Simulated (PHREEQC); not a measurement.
A solution holds 1.5 mol/kgw KOH, 0.12 mol/kgw NaHCO3 and 0.32 mol/kgw KBr, at 25 °C. Closed to the air; pH follows from the charge balance.

The numbers come from PHREEQC with the Pitzer model, pitzer.dat.

**Question.** The ionic strength comes out as 2.06 mol/kgw. What activity coefficients do CO3-2, Na+, HCO3-, Br-, OH- get?

**Answer.** CO3-2 0.16, Na+ 0.52, HCO3- 0.61, Br- 0.56, OH- 0.96. Single-ion values are on the MacInnes scale.

Precipitation was switched off in this run. In brines, pH and single-ion activities rest on the MacInnes convention.
